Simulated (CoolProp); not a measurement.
Vapour-liquid equilibrium of CHF3 (R23) (1) + propylene (2) at -8.35 °C; x and y are mole fractions of (1).

Computed with CoolProp (multi-fluid Helmholtz-energy mixture model, Penoncello 2003 and Lemmon 2013; pair parameters Bell 2016).

```
x     bubble pressure (MPa)  y at the bubble point  dew pressure at overall composition x (MPa)  liquid density (mol/L)
----  ---------------------  ---------------------  -------------------------------------------  ----------------------
0.05                 0.6278                  0.285                                       0.4751                       ?
0.15                 0.9232                  0.528                                       0.5304                   13.49
0.25                  1.153                  0.637                                       0.5995                       ?
0.35                  1.330                  0.701                                            ?                   13.78
0.45                  1.471                  0.746                                            ?                   13.93
0.55                  1.587                  0.783                                       0.9631                   14.10
0.65                  1.690                  0.818                                        1.186                   14.30
0.75                  1.785                  0.856                                            ?                   14.56
0.85                  1.873                  0.901                                        1.772                   14.90
0.95                  1.948                      ?                                        1.937                   15.36
```

Question: Fill in the missing entries.

Answer: 
- 0.05, liquid density (mol/L): 13.34
- 0.25, liquid density (mol/L): 13.64
- 0.35, dew pressure at overall composition x (MPa): 0.6878
- 0.45, dew pressure at overall composition x (MPa): 0.8043
- 0.75, dew pressure at overall composition x (MPa): 1.484
- 0.95, y at the bubble point: 0.962

No azeotrope shows between x = 0.05 and 0.95.

The pair parameters rest on a limited set of measurements; away from them the model extrapolates.
